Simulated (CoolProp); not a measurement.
The fluid at 479.94 K and 1.4 MPa is throttled through a valve to 0.155 MPa with no heat exchange. The same conditions are run with several fluids, on thermodynamics alone (safety and materials aside).

The numbers come from the reference Helmholtz-energy equation of state of each fluid (ethylbenzene: Zhou 2012; n-nonane: Lemmon 2006; octamethylcyclotetrasiloxane (D4): Thol 2015; propylene glycol: Eisenbach 2021; n-octane: Beckmüller 2019) in CoolProp.

```
fluid                              temperature change (K)                       final phase  final density (kg/m³)
---------------------------------  ----------------------  --------------------------------  ---------------------
ethylbenzene                                        -54.0                               ___                   12.7
n-nonane                                            -39.2                               ___                   14.1
octamethylcyclotetrasiloxane (D4)                   -13.5  two-phase, vapour fraction 0.224                   55.6
propylene glycol                                     -4.4  two-phase, vapour fraction 0.023                    ___
n-octane                                            -65.1                               ___                   8.52
```

Question: Some entries are withheld; supply them.

Answer: 
- ethylbenzene, final phase: two-phase, vapour fraction 0.386
- n-nonane, final phase: two-phase, vapour fraction 0.411
- propylene glycol, final density (kg/m³): 116
- n-octane, final phase: two-phase, vapour fraction 0.648
